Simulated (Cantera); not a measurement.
## Thermodynamics of metals in furnace atmospheres, feed Fe + H2S + H2

A closed system holds: 1 mol Fe, 0.16 mol H2S, 14 mol H2, at 0.000120 bar.

Equilibrium computed with Cantera from the NASA thermochemical tables; the gas is ideal and each condensed phase is pure. Candidate condensed phases: Fe, FeS, FeS2, S; 8 gas species. Metal and sulfide melt together well below either melting point, which pure phases cannot show. Mutual solubility and eutectic melting of coexisting phases are not modelled. FeS: taken at fixed stoichiometry. Gases not in the tables: S3 to S7. The numbers say what is thermodynamically allowed, not how fast it happens.

| T (K) | log p H2 | log p H2S | log p S2 | log p SH | log p H | log p S | log p Fe | n Fe(α) | n FeS(s) | n Fe(γ) |
|---|---|---|---|---|---|---|---|---|---|---|
| 873 | -3.92 | -7.38 | -12.54 | -11.88 | -12.29 | <-15 | <-15 | 0.845 | 0.155 | 0 |
| 923 | -3.92 | -7.16 | -11.53 | -11.14 | -11.57 | -14.87 | -15.61 | 0.848 | 0.152 | 0 |
| 973 | -3.92 | -6.97 | -10.63 | -10.47 | -10.93 | -13.79 | -14.42 | 0.853 | 0.147 | 0 |
| 1023 | -3.92 | -6.80 | -9.82 | -9.87 | -10.34 | -12.81 | -13.35 | 0.859 | 0.141 | 0 |
| 1073 | -3.92 | -6.64 | -9.07 | -9.32 | -9.81 | -11.93 | -12.38 | 0.867 | 0.133 | 0 |
| 1123 | -3.92 | -6.50 | -8.39 | -8.81 | -9.33 | -11.12 | -11.51 | 0.879 | 0.121 | 0 |
| 1173 | -3.92 | -6.36 | -7.76 | -8.35 | -8.89 | -10.38 | -10.71 | 0.896 | 0.104 | 0 |
| 1223 | -3.92 | -6.24 | -7.19 | -7.93 | -8.48 | -9.69 | -9.98 | 0 | 0.0755 | 0.924 |
| 1273 | -3.92 | -6.13 | -6.66 | -7.54 | -8.11 | -9.07 | -9.30 | 0 | 0.0167 | 0.983 |
| 1323 | -3.92 | -6.19 | -6.49 | -7.34 | -7.76 | -8.64 | -8.68 | 0 | 0 | 1.000 |
log p: log10 of the partial pressure in bar; n: condensed amount in mol.

From 873 K to 1173 K the condensed part is Fe(α) + FeS(s). From 1223 K to 1273 K the condensed part is Fe(γ) + FeS(s). At 1323 K the condensed part is Fe(γ).
